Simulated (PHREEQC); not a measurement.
A solution holds 1.1 mmol/kgw HF, 0.59 mmol/kgw H2SiF6 and 0.4 mmol/kgw H2SO4, at 20 °C. Closed to the air; pH follows from the charge balance.

Equilibrium calculation in PHREEQC: ion-association model, phreeqc.dat.

pH: 2.69
ionic strength: 0.00291 mol/kgw
total alkalinity: -5.44 meq/kg

```tsv
species	molality	activity	log γ
H+	0.00216	0.00205	-0.024
HF	0.00163	0.00163	0.000
F-	0.000616	0.000581	-0.026
SiF6-2	0.000397	0.000316	-0.100
SO4-2	0.000348	0.000276	-0.100
H4SiO4	0.000193	0.000193	0.000
HSO4-	5.24e-5	4.94e-5	-0.025
HF2-	3.70e-6	3.49e-6	-0.025
```

Precipitation was switched off in this run. Saturation is exceeded, for instance for Quartz (slow to form); the values hold only as long as no solid forms. SiF6-2 is the database's only silicon fluoride.
